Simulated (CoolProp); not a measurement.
Vapour-liquid equilibrium of R245fa (1) + isopentane (2) at 104.65 °C; x and y are mole fractions of (1).

Values from CoolProp's multi-fluid Helmholtz-energy mixture model, Akasaka 2015 and Lemmon 2006; pair parameters Bell 2016.

| x | bubble pressure (bar) | y at the bubble point | dew pressure at overall composition x (bar) | liquid density (mol/L) |
|---|---|---|---|---|
| 0.05 | 9.221 | 0.149 | 8.356 | 7.211 |
| 0.2 | 12.16 | 0.400 | 9.721 | 7.159 |
| 0.35 | 14.05 | 0.529 | 11.48 | 7.118 |
| 0.5 | 15.18 | 0.615 | 13.62 | 7.122 |
| 0.65 | 15.75 | 0.690 | 15.50 | 7.219 |
| 0.8 | 15.77 | 0.775 | 15.67 | 7.454 |
| 0.95 | 14.79 | 0.919 | 14.50 | 7.847 |

y crosses x between x = 0.65 and 0.8: the model has an azeotrope there.

The pair parameters rest on a limited set of measurements; away from them the model extrapolates.
